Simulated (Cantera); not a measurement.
What does this Cantera script print?

```python
import numpy as np
import cantera as ct

gas_names = """
    C CN CO CO2 C2 CCN CNC C2N2 C2O C3 C3O2 C4 C4N2 C5 N NCO NO NO2 NO3 N2 N2O O O2 O3 Si SiC SiC2 SiN
    SiO SiO2 Si2 Si2C Si2N Si3
""".split()
cond_names = """
    C(gr) Si(cr) Si(L) SiC(b) SiO2(Lqz) SiO2(hqz) SiO2(L) Si2N2O(s) Si3N4(a)
""".split()


# ... load() reads the species with a 1 bar reference pressure and builds the phases ...
atoms = {
    'SiC': {'Si': 1, 'C': 1},
    'O2': {'O': 2},
    'N2': {'N': 2},
    'CO2': {'C': 1, 'O': 2},
}
top_T = {'C(gr)': 4500, 'SiC(b)': 3050, 'Si2N2O(s)': 2100, 'Si3N4(a)': 2400}  # K; cautious upper limits of use, not melting points


# ... equilibrate(T, P, feed) seeds the gas with the atoms and calls Mixture.equilibrate('TP', solver="vcs", rtol=1e-11, max_steps=5000) ...
results = []
feed = {'SiC': 1, 'O2': 2.4, 'N2': 7.1, 'CO2': 0.61}  # mol
T = 1948.15  # K
P = 1800  # Pa
mix = equilibrate(T, P, feed)
results.append((T, P, feed, dict(zip(mix.species_names, mix.species_moles))))
x = sorted(zip(gas.X, gas.species_names), reverse=True)
print(f"T = {T:g} K  P = {P:g} Pa  gas = {mix.phase_moles(0):.4g} mol")
print("   x: " + "  ".join(f"{s} {v:.3e}" for v, s in x if v > 0.0001))
print("   condensed (mol): " + ("  ".join(f"{mix.phase(i).name} {mix.phase_moles(i):.4g}"
      for i in range(1, mix.n_phases) if mix.phase_moles(i) > 1e-12) or "none"))
```

Output:

```
T = 1948.15 K  P = 1800 Pa  gas = 9.137 mol
   x: N2 7.756e-01  CO2 1.711e-01  O2 4.449e-02  CO 5.124e-03  NO 3.021e-03  O 6.991e-04
   condensed (mol): SiO2(L) 0.9998
```

Equilibrium computed with Cantera from the NASA thermochemical tables; the gas is ideal and each condensed phase is pure. The tables hold silica as quartz up to 1696 K and as liquid above; real silica turns to tridymite and cristobalite and melts near 1996 K.
